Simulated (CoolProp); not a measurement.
The numbers come from the reference Helmholtz-energy equation of state, Thol 2021 in CoolProp.

Q: For chlorine, give the phase and the density (kg/m³), isothermal compressibility (1/MPa), expansivity (1/kK) at 277.4 K and 9310 kPa; 292.5 K and 9310 kPa.

A: 
- 277.4 K and 9310 kPa: liquid; density 1480, isothermal compressibility 0.00145, expansivity 1.88
- 292.5 K and 9310 kPa: liquid; density 1430, isothermal compressibility 0.00173, expansivity 2.00
